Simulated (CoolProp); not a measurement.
Carbon dioxide at 293.15 K and 0.874 MPa flows at 3.2 m/s in a round tube of 2 mm bore and 45 µm roughness, fully developed (64/Re and Nu = 3.66 if laminar; Colebrook and Gnielinski if turbulent). Each further row changes one setting.

Computed with CoolProp (reference Helmholtz-energy equation of state, Span 1996).

| case | Reynolds number | Darcy friction factor | pressure drop (Pa/m) | heat-transfer coefficient (W/(m² K)) | mass flow (kg/h) |
|---|---|---|---|---|---|
| as stated | ___ | ___ | 2360 | ___ | 0.600 |
| velocity 6.4 m/s | 14400 | 0.0533 | ___ | 697 | ___ |
| diameter 4 mm | 14400 | ___ | 912 | ___ | ___ |

**Question.** What belongs in the gaps?

**Answer.** 
- as stated, Reynolds number: 7180
- as stated, Darcy friction factor: 0.0556
- as stated, heat-transfer coefficient (W/(m² K)): 337
- velocity 6.4 m/s, pressure drop (Pa/m): 9050
- velocity 6.4 m/s, mass flow (kg/h): 1.20
- diameter 4 mm, Darcy friction factor: 0.0430
- diameter 4 mm, heat-transfer coefficient (W/(m² K)): 276
- diameter 4 mm, mass flow (kg/h): 2.40

Viscosity comes from a separate model (Laesecke 2017). Thermal conductivity comes from a separate model (Huber 2016).
